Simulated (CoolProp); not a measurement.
Vapour-liquid equilibrium of dimethyl ether (1) + R236FA (2) at -4.25 °C; x and y are mole fractions of (1).

Computed with CoolProp (multi-fluid Helmholtz-energy mixture model, Wu 2011 and Pan 2012; pair parameters Bell 2016).

### Question
Give the bubble pressure and the first vapour's composition at x = 0.75, 0.85, 0.95. Is there an azeotrope?

### Answer
x = 0.75: 1.720 bar, y = 0.917; x = 0.85: 1.953 bar, y = 0.963; x = 0.95: 2.184 bar, y = 0.991. No azeotrope shows between x = 0.05 and 0.95.

Pair parameters are fitted to limited data, so mixtures are less certain than the pure fluids.
